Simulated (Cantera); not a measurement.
A closed system holds: 1 mol B₂H₆, 1.3 mol O₂, 79 mol H₂, 3.4 mol H₂O, equilibrated at 1.00 bar.

Method: chemical equilibrium by Gibbs-energy minimisation in Cantera with the NASA 1993 tables (ideal gas, pure condensed phases). Candidate condensed phases: B, B₂O₃, B₃O₃H₃, H₂O; 23 gas species. The feed counts by its element totals alone. Gases not in the tables: H₃BO₃. Kinetics and transport are ignored.

Task: Which condensed phases are stable at each of these points (T (K)): 1625, 1700, 1775, 1850, 1925, 2000, 2075, 2150?

Result: 
```json
[
 {"T (K)": "1625", "condensed phases": "B₂O₃(l)", "B condensed (%)": "46.7"},
 {"T (K)": "1700", "condensed phases": "B₂O₃(l)", "B condensed (%)": "8.7"},
 {"T (K)": "1775", "condensed phases": "gas only", "B condensed (%)": "0.0"},
 {"T (K)": "1850", "condensed phases": "gas only", "B condensed (%)": "0.0"},
 {"T (K)": "1925", "condensed phases": "gas only", "B condensed (%)": "0.0"},
 {"T (K)": "2000", "condensed phases": "gas only", "B condensed (%)": "0.0"},
 {"T (K)": "2075", "condensed phases": "gas only", "B condensed (%)": "0.0"},
 {"T (K)": "2150", "condensed phases": "gas only", "B condensed (%)": "0.0"}
]
```

From 1625 K to 1700 K the condensed part is B₂O₃(l). From 1775 K to 2150 K nothing is condensed.
